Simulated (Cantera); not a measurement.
A Cantera script and what it prints.

```python
import numpy as np
import cantera as ct

gas_names = """
    H H2 N NH NH2 NH3 N2 N2H2 N2H4 Si SiH SiH2 SiH3 SiH4 SiN Si2 Si2N Si3
""".split()
cond_names = """
    Si(cr) Si(L) Si3N4(a)
""".split()


# ... load() reads the species with a 1 bar reference pressure and builds the phases ...
atoms = {
    'Si3N4': {'Si': 3, 'N': 4},
    'Si': {'Si': 1},
    'H2': {'H': 2},
}
top_T = {'Si3N4(a)': 2400}  # K; cautious upper limits of use, not melting points


# ... equilibrate(T, P, feed) seeds the gas with the atoms and calls Mixture.equilibrate('TP', solver="vcs", rtol=1e-11, max_steps=5000) ...
results = []
feed = {'Si3N4': 1, 'Si': 0.013, 'H2': 0.42}  # mol
P = 1000  # Pa
for T in [1898, 1998, 2098, 2198, 2298, 2398, 2498, 2598, 2698, 2798]:
    mix = equilibrate(T, P, feed)
    results.append((T, P, feed, dict(zip(mix.species_names, mix.species_moles))))
    x = sorted(zip(gas.X, gas.species_names), reverse=True)
    print(f"T = {T:g} K  P = {P:g} Pa  gas = {mix.phase_moles(0):.4g} mol")
    print("   x: " + "  ".join(f"{s} {v:.3e}" for v, s in x if v > 0.0001))
    print("   condensed (mol): " + ("  ".join(f"{mix.phase(i).name} {mix.phase_moles(i):.4g}"
          for i in range(1, mix.n_phases) if mix.phase_moles(i) > 1e-12) or "none"))
```

It prints:

```
T = 1898 K  P = 1000 Pa  gas = 2.427 mol
   x: N2 8.240e-01  H2 1.714e-01  H 3.236e-03  Si 1.228e-03
   condensed (mol): Si(L) 3.009
T = 1998 K  P = 1000 Pa  gas = 2.439 mol
   x: N2 8.199e-01  H2 1.688e-01  H 6.591e-03  Si 4.253e-03  Si2N 1.325e-04  SiH 1.191e-04  SiN 1.007e-04
   condensed (mol): Si(L) 3.001
T = 2098 K  P = 1000 Pa  gas = 2.469 mol
   x: N2 8.097e-01  H2 1.637e-01  Si 1.306e-02  H 1.245e-02  Si2N 2.945e-04  SiH 2.879e-04  SiN 2.449e-04  Si2 1.694e-04
   condensed (mol): Si(L) 2.977
T = 2198 K  P = 1000 Pa  gas = 2.544 mol
   x: N2 7.857e-01  H2 1.538e-01  Si 3.616e-02  H 2.184e-02  SiH 6.302e-04  Si2N 6.011e-04  Si2 5.768e-04  SiN 5.433e-04  Si3 1.128e-04
   condensed (mol): Si(L) 2.911
T = 2298 K  P = 1000 Pa  gas = 2.728 mol
   x: N2 7.320e-01  H2 1.356e-01  Si 9.153e-02  H 3.527e-02  Si2 1.760e-03  SiH 1.243e-03  Si2N 1.126e-03  SiN 1.100e-03  Si3 3.296e-04
   condensed (mol): Si(L) 2.738
T = 2398 K  P = 1000 Pa  gas = 3.22 mol
   x: N2 6.193e-01  Si 2.142e-01  H2 1.039e-01  H 5.079e-02  Si2 4.882e-03  SiH 2.144e-03  SiN 1.993e-03  Si2N 1.896e-03  Si3 8.776e-04
   condensed (mol): Si(L) 2.258
T = 2498 K  P = 1000 Pa  gas = 4.994 mol
   x: Si 4.677e-01  N2 3.977e-01  H 5.777e-02  H2 5.373e-02  Si2 1.245e-02  SiN 2.979e-03  SiH 2.873e-03  Si2N 2.646e-03  Si3 2.153e-03
   condensed (mol): Si(L) 0.4649
T = 2598 K  P = 1000 Pa  gas = 5.558 mol
   x: Si 5.154e-01  N2 3.579e-01  H 7.374e-02  H2 3.752e-02  Si2 8.479e-03  SiN 2.694e-03  SiH 2.285e-03  Si2N 1.202e-03  Si3 7.583e-04
   condensed (mol): none
T = 2698 K  P = 1000 Pa  gas = 5.649 mol
   x: Si 5.177e-01  N2 3.526e-01  H 9.281e-02  H2 2.709e-02  Si2 5.005e-03  SiN 2.349e-03  SiH 1.702e-03  Si2N 5.088e-04  Si3 2.230e-04
   condensed (mol): none
T = 2798 K  P = 1000 Pa  gas = 5.716 mol
   x: Si 5.171e-01  N2 3.487e-01  H 1.094e-01  H2 1.814e-02  Si2 3.035e-03  SiN 2.062e-03  SiH 1.226e-03  Si2N 2.268e-04
   condensed (mol): none
```

Equilibrium computed with Cantera from the NASA thermochemical tables; the gas is ideal and each condensed phase is pure. The tables' values for SiN are old estimates; treat these amounts as uncertain. Gases not in the tables: Si2H6 and higher silanes.
